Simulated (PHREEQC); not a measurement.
## Copper plating or etch bath

A solution holds 0.067 mol CuCl2, 0.0022 mol HCl and 0.14 mol Na2SO4 per kg of water, at 20 °C. Closed to the air; pH follows from the charge balance.

All values are PHREEQC results (ion-association model, wateq4f.dat), not measurements.

Each row changes one thing in this solution. Precipitation was switched off in this run.

```csv
case,pH,ionic strength (mol/kgw),Cu+2 (mol/kgw),CuCl+ (mol/kgw),CuCl2 (mol/kgw),CuOH+ (mol/kgw),SI of Atacamite (Cu2(OH)3Cl),SI of Tenorite (CuO)
as made,3.23,0.449,0.0347,0.00250,6.61e-5,2.27e-7,-3.06,-3.41
diluted 100-fold with water,4.72,0.00588,0.000588,1.23e-6,7.22e-10,2.44e-7,-3.05,-1.74
Na2SO4 replaced by Cs2SO4 at the same molality,3.28,0.486,0.0323,0.00229,5.89e-5,2.38e-7,-2.97,-3.34
Na2SO4 left out,2.75,[?],0.0613,0.00555,0.000182,1.60e-7,-3.72,-3.99
diluted 5-fold with water,3.68,0.0999,0.00822,0.000187,1.48e-6,2.03e-7,-3.19,-2.94
Na2SO4 from 0.14 to 0.21 mol/kgw,3.32,0.601,0.0321,0.00214,5.12e-5,2.49e-7,-2.92,-3.29
HCl left out,[?],0.449,0.0345,0.00245,6.37e-5,8.12e-6,+1.59,-0.30
0.044 mol/kgw HNO3 added,1.84,0.467,0.0386,0.00275,7.15e-5,1.03e-8,-7.14,-6.14
```

Question: Complete the blanks.

Answer: 
- Na2SO4 left out, ionic strength (mol/kgw): 0.192
- HCl left out, pH: 4.78

Complexes and solids missing from the database can't appear. Some of these states are supersaturated (in Antlerite, Atacamite, for instance).
